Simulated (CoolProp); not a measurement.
Vapour-liquid equilibrium of n-decane (1) + n-dodecane (2) at 67.65 °C; x and y are mole fractions of (1).

Values from CoolProp's multi-fluid Helmholtz-energy mixture model, Lemmon 2006 and Lemmon 2004; pair parameters Bell 2016.

```csv
x,"bubble pressure, mixture model (MPa)","bubble pressure, Raoult's law (MPa)","y, mixture model","y, Raoult's law"
0.05,0.0004558,0.0004577,0.244,0.247
0.2,0.0007442,0.0007421,0.611,0.609
0.35,0.001038,0.001027,0.774,0.770
0.5,0.001328,0.001311,0.864,0.862
0.65,0.001611,0.001595,0.921,0.920
0.8,0.001889,0.001880,0.961,0.961
0.95,0.002166,0.002164,0.991,0.992
```

The largest gap from Raoult's law is +1.3 % in bubble pressure, at x = 0.5. No azeotrope shows between x = 0.05 and 0.95.

Pair parameters are fitted to limited data, so mixtures are less certain than the pure fluids. The gap from Raoult's law changes sign with composition, which may be real or a fault of the pair parameters; it wasn't checked against measurements.
